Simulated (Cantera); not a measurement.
Input (Python, Cantera) and output of one run.

```python
import numpy as np
import cantera as ct

gas_names = """
    C CN CO CO2 C2 CCN CNC C2N2 C2O C3 C3O2 C4 C4N2 C5 Fe FeC5O5 FeO N NCO NO NO2 NO3 N2 N2O O O2 O3
""".split()
cond_names = """
    C(gr) Fe(a) Fe(c) Fe(d) Fe(L) FeC5O5(L) FeO(s) FeO(L) Fe2O3(s) Fe3O4(s)
""".split()


# ... load() reads the species with a 1 bar reference pressure and builds the phases ...
atoms = {
    'Fe3O4': {'Fe': 3, 'O': 4},
    'CO': {'C': 1, 'O': 1},
    'N2': {'N': 2},
}
top_T = {'C(gr)': 4500, 'Fe2O3(s)': 1830, 'Fe3O4(s)': 1870}  # K; cautious upper limits of use, not melting points


# ... equilibrate(T, P, feed) seeds the gas with the atoms and calls Mixture.equilibrate('TP', solver="vcs", rtol=1e-11, max_steps=5000) ...
results = []
feed = {'Fe3O4': 1, 'CO': 1.9, 'N2': 2.4}  # mol
P = 13332.2  # Pa
for T in [1323, 1423, 1523, 1623, 1723, 1823, 1923, 2023, 2123, 2223, 2323, 2423]:
    mix = equilibrate(T, P, feed)
    results.append((T, P, feed, dict(zip(mix.species_names, mix.species_moles))))

top = {s: max(r[3][s] / sum(r[3][g] for g in gas_names) for r in results) for s in gas_names}
cols = sorted((s for s in top if top[s] > 1e-06), key=lambda s: -top[s])[:6]
seen = [c for c in cond_names if any(r[3].get(c, 0) > 1e-12 for r in results)]
print("log10 of partial pressures in bar; condensed amounts in mol")
print(f"{'T/K':>10s}" + "".join(f"{s[:9]:>10s}" for s in cols + seen))
for T, P, feed, n in results:
    ng = sum(n[g] for g in gas_names)
    print(f"{T:10.4g}" + "".join(f"{np.log10(max(n[s] / ng * P / 1e5, 1e-99)):10.3f}" for s in cols)
          + "".join(f"{n.get(c, 0):10.4g}" for c in seen))
```

Output:

```
log10 of partial pressures in bar; condensed amounts in mol
       T/K        N2       CO2        CO        Fe        O2       FeO    FeO(s)    FeO(L)
      1323    -1.128    -1.509    -1.554    -9.466   -13.146   -11.926         3         0
      1423    -1.128    -1.509    -1.554    -8.389   -11.587   -10.539         3         0
      1523    -1.128    -1.509    -1.554    -7.458   -10.234    -9.341         3         0
      1623    -1.128    -1.509    -1.554    -6.645    -9.050    -8.295         3         0
      1723    -1.128    -1.509    -1.554    -5.963    -8.006    -7.408         0         3
      1823    -1.128    -1.509    -1.554    -5.370    -7.077    -6.635         0         3
      1923    -1.128    -1.508    -1.555    -4.842    -6.247    -5.947         0     2.999
      2023    -1.129    -1.508    -1.555    -4.370    -5.499    -5.331         0     2.998
      2123    -1.129    -1.508    -1.556    -3.945    -4.823    -4.776         0     2.996
      2223    -1.130    -1.509    -1.557    -3.560    -4.209    -4.275         0     2.989
      2323    -1.133    -1.513    -1.557    -3.206    -3.657    -3.820         0     2.975
      2423    -1.139    -1.526    -1.554    -2.871    -3.176    -3.405         0     2.943
```

These are equilibrium values from Cantera (NASA tables, ideal gas, pure condensed phases), not measurements of a reactor. The tables' stoichiometric FeO is somewhat more stable than real wüstite, so its field is too wide. FeO: taken at fixed stoichiometry.
